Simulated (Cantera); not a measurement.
Input: 1 mol B, 3.8 mol H2, 16 mol N2, equilibrated at 1575 K and 10.0 mbar.

Cantera equilibrium calculation (NASA polynomials, part measured and part estimated; ideal gas, pure solids and liquids). Candidate condensed phases: B, BN; 15 gas species. Rates play no part.

Base state: N2 0.803, H2 0.197, H 0.000184 (mole fractions); condensed: BN(s).

What changes in the equilibrium state with this change: temperature from 1575 K to 1925 K?


```json
[
 {"species": "N2", "before": "0.803", "after": "0.801"},
 {"species": "H2", "before": "0.197", "after": "0.194"},
 {"species": "H", "before": "0.000184", "after": "0.00421"},
 {"species": "BN(s), mol", "before": "1.00", "after": "1.000"}
]
```

What changes in the equilibrium state with this change: temperature from 1575 K to 2198.15 K?


```
species       before     after
----------  --------  --------
N2             0.803     0.793
H2             0.197     0.182
H           0.000184    0.0238
B              <1e-9  0.000125
BH2          8.70e-9  0.000112
BN(s), mol      1.00     0.995
```
The tables' values for BH2 are old estimates; treat these amounts as uncertain.
